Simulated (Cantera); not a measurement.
Feed: 1 mol Si₃N₄, a varied amount of O₂, 16 mol H₂, at 1075 °C and 1 atm.

Equilibrium computed with Cantera from the NASA thermochemical tables; the gas is ideal and each condensed phase is pure. Candidate condensed phases: H₂O, Si, SiO₂, Si₂N₂O, Si₃N₄; 35 gas species. Mutual solubility and eutectic melting of coexisting phases are not modelled. Kinetics and transport are ignored.

At 0.26 mol O₂, list the 3 most abundant gas species with their mole fractions, and the condensed phases.

H₂ 0.989, N₂ 0.0107, NH₃ 1.06e-5. Condensed: Si₂N₂O(s) + Si₃N₄(s).
